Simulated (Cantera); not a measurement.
An adiabatic, constant-volume homogeneous reactor starts with 17.9 % CH4, 8.40 % H2, 15.5 % O2, 58.2 % N2, equivalence ratio 2.6, at 1198 K and 600000 Pa.

Detailed kinetics in Cantera: GRI-Mech 3.0 (53 species, 325 reactions).

**Question.** Predict: time of steepest temperature rise; temperature at 0.100 s; equilibrium temperature; x(CH4) at 0.100 s; x(H2) at 0.100 s; x(O2) at 0.100 s; x(H) at 0.100 s.

**Answer.** 
- time of steepest temperature rise = 0.804 ms
- temperature at 0.100 s = 2339 K
- equilibrium temperature = 2339 K
- x(CH4) at 0.100 s = 3.39e-8 (gas-phase equilibrium 3.83e-8)
- x(H2) at 0.100 s = 0.266 (gas-phase equilibrium 0.266)
- x(O2) at 0.100 s = 6.71e-8 (gas-phase equilibrium 6.71e-8)
- x(H) at 0.100 s = 0.00163 (gas-phase equilibrium 0.00163)
